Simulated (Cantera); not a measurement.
Gas mixture: N2 : N2O : CO2 = 0.3 : 0.54 : 0.25 (molar parts), at 3.30 bar, frozen composition.

Cantera's kinetic-theory transport with the Lennard-Jones parameters of GRI-Mech 3.0, ideal gas; thermal conductivity in the multicomponent form. The composition is frozen, though it would react at the higher temperatures.

One state of this run: ρ (kg/m³) = 0.983; cp (J/kg/K) = 1330; μ (µPa s) = 56.0; λ (mW/m/K) = 102; Pr = 0.730; D (cm²/s) H = 5.86; D (cm²/s) CH4 = 1.03; D (cm²/s) NH3 = 1.14. D: mixture-averaged diffusion coefficient of that species in the mixture.

Which value of T (K) does it belong to?
(A) 800
(B) 1600
(C) 1000
(D) 1400

B, 1600
